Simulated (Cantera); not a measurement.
**Thermodynamics of silicon epitaxy and polysilicon growth, feed Si2Cl6 + Cl2 + H2**

Feed: 1 mol Si2Cl6, 0.23 mol Cl2, 20 mol H2, at 580 Pa.

These are equilibrium values from Cantera (NASA tables, ideal gas, pure condensed phases), not measurements of a reactor. Candidate condensed phases: Si; 19 gas species. The feed counts by its element totals alone. The tables' values for SiCl3, SiCl are old estimates; treat these amounts as uncertain. Kinetics and transport are ignored.

From 1150 K to 1600 K the condensed part is Si(s). The main Si-bearing gas is SiCl4 at 1150 K and SiCl2 at 1600 K. The share of Si in condensed phases is highest at 1150 K (28.9 %) and lowest at 1600 K (14.3 %).

```
T (K)   x H2   x HCl  x SiCl2   x SiCl4  x SiCl3  x SiHCl3       x H  n Si(s)
-----  -----  ------  -------  --------  -------  --------  --------  -------
1150   0.847  0.0895   0.0208    0.0295  0.00750   0.00567   9.02e-7    0.577
1200   0.828   0.107   0.0328    0.0188  0.00840   0.00395   2.36e-6    0.550
1250   0.814   0.121   0.0450    0.0102  0.00799   0.00244   5.73e-6    0.499
1300   0.804   0.128   0.0547   0.00475  0.00661   0.00135   1.30e-5    0.448
1350   0.799   0.132   0.0611   0.00206  0.00502  0.000714   2.80e-5    0.407
1400   0.797   0.133   0.0652  0.000878  0.00367  0.000373   5.70e-5    0.374
1450   0.796   0.132   0.0680  0.000384  0.00267  0.000199  0.000111    0.348
1500   0.796   0.132   0.0699  0.000174  0.00196  0.000109  0.000206    0.325
1550   0.796   0.131   0.0714   8.23e-5  0.00145   6.17e-5  0.000369    0.305
1600   0.796   0.129   0.0725   4.06e-5  0.00109   3.61e-5  0.000637    0.287
```
x: gas mole fraction; n: condensed amount in mol.
